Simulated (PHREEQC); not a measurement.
A PHREEQC input (ion-association model, wateq4f.dat):

```
SOLUTION 1
  temp 25
  units mg/kgw
  pH 6.93
  pe 12.9
  Na 1.25
  K 0.333
  Ca 1,4
  Mg 1.28
  Cl 1.16
  S(6) 2.52 as SO4
  Alkalinity 8.66 as HCO3
  Pb 0.327
  Sr 0.106
END
USE solution 1
EQUILIBRIUM_PHASES 1
  Quartz 0 0.5
  CO2(g) -2.5 10
END
```

The run finishes without an error or a warning.

Its last state differs from that of the intended input:

```json
[
 {"quantity": "ionic strength (mol/kgw)", "as run": "0.000329", "intended": "0.000349"},
 {"quantity": "CaSO4 (mol/kgw)", "as run": "1.08e-7", "intended": "1.51e-7"},
 {"quantity": "CaHCO3+ (mol/kgw)", "as run": "4.11e-8", "intended": "5.74e-8"},
 {"quantity": "CaCO3 (mol/kgw)", "as run": "7.17e-10", "intended": "1.00e-9"},
 {"quantity": "CaOH+ (mol/kgw)", "as run": "1.12e-11", "intended": "1.56e-11"}
]
```

Q: One thing in the input isn't as intended. What explains the difference?

A: One answer among several that fit: The fault: a decimal comma in the Ca value. The line should read `Ca 1.4` where the input has `Ca 1,4`.
